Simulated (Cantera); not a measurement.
**Zr + O2 + H2 (tantalum, niobium, vanadium and zirconium in process gases)**

A closed system holds: 1 mol Zr, 0.051 mol O2, 2.4 mol H2, held at 1 atm.

Equilibrium computed with Cantera from the NASA thermochemical tables; the gas is ideal and each condensed phase is pure. Candidate condensed phases: H2O, Zr, ZrO2; 12 gas species. Mutual solubility and eutectic melting of coexisting phases are not modelled. Condensed phases not in the tables: N, O or C dissolved in the metal. The numbers say what is thermodynamically allowed, not how fast it happens.

| T (K) | x H2 | x H | x ZrO | x H2O | x Zr | x ZrO2 | n Zr(β) | n ZrO2(tetragonal) | n Zr(l) | n ZrO2(s) |
|---|---|---|---|---|---|---|---|---|---|---|
| 1600 | 1.000 | 5.40e-5 | 4.86e-12 | 1.38e-8 | <1e-12 | <1e-12 | 0.949 | 0.0510 | 0 | 0 |
| 1700 | 1.000 | 0.000146 | 7.46e-11 | 4.96e-8 | 4.05e-12 | <1e-12 | 0.949 | 0.0510 | 0 | 0 |
| 1800 | 1.000 | 0.000356 | 8.41e-10 | 1.55e-7 | 4.33e-11 | <1e-12 | 0.949 | 0.0510 | 0 | 0 |
| 1900 | 0.999 | 0.000788 | 7.32e-9 | 4.28e-7 | 3.60e-10 | 2.81e-12 | 0.949 | 0.0510 | 0 | 0 |
| 2000 | 0.998 | 0.00161 | 5.11e-8 | 1.07e-6 | 2.42e-9 | 3.27e-11 | 0.949 | 0.0510 | 0 | 0 |
| 2100 | 0.997 | 0.00309 | 2.95e-7 | 2.43e-6 | 1.36e-8 | 3.00e-10 | 0.949 | 0.0510 | 0 | 0 |
| 2200 | 0.994 | 0.00558 | 1.42e-6 | 5.25e-6 | 6.22e-8 | 2.24e-9 | 0 | 0.0510 | 0.949 | 0 |
| 2300 | 0.990 | 0.00957 | 5.89e-6 | 1.06e-5 | 2.46e-7 | 1.40e-8 | 0 | 0.0510 | 0.949 | 0 |
| 2400 | 0.984 | 0.0157 | 2.16e-5 | 2.03e-5 | 8.66e-7 | 7.47e-8 | 0 | 0.0509 | 0.949 | 0 |
| 2500 | 0.975 | 0.0247 | 7.13e-5 | 3.67e-5 | 2.75e-6 | 3.47e-7 | 0 | 0.0509 | 0.949 | 0 |
| 2600 | 0.962 | 0.0374 | 0.000214 | 6.30e-5 | 7.97e-6 | 1.43e-6 | 0 | 0.0507 | 0.949 | 0 |
| 2700 | 0.944 | 0.0549 | 0.000589 | 0.000103 | 2.13e-5 | 5.30e-6 | 0 | 0 | 0.948 | 0.0501 |
x: gas mole fraction; n: condensed amount in mol.

From 1600 K to 2100 K the condensed part is Zr(β) + ZrO2(tetragonal). From 2200 K to 2600 K the condensed part is Zr(l) + ZrO2(tetragonal). At 2700 K the condensed part is Zr(l) + ZrO2(s).
